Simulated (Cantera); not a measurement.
Input: 1 mol SiO₂, 0.044 mol C, 3 mol N₂, at 1327 °C and 9.75 Torr.

Equilibrium computed with Cantera from the NASA thermochemical tables; the gas is ideal and each condensed phase is pure. Candidate condensed phases: C, Si, SiC, SiO₂, Si₂N₂O, Si₃N₄; 34 gas species. Mutual solubility and eutectic melting of coexisting phases are not modelled. The tables hold silica as quartz up to 1696 K and as liquid above; real silica turns to tridymite and cristobalite and melts near 1996 K. Kinetics and transport are ignored.

Base state: N₂ 0.977, CO 0.0143, SiO 0.00901 (mole fractions); condensed: SiO₂(β-quartz) + Si₂N₂O(s).

Q: What changes in the equilibrium state with this change: temperature from 1327 °C to 1127 °C?

A: 
```csv
species,before,after
N₂,0.977,0.985
CO,0.0143,0.0145
SiO,0.00901,4.12e-5
"SiO₂(β-quartz), mol",0.961,0.971
"Si₂N₂O(s), mol",0.00546,0.0146
```
N₂ is the only nitrogen source here; it is nearly inert below about 1500 K, so the nitride shown seldom forms there in practice.
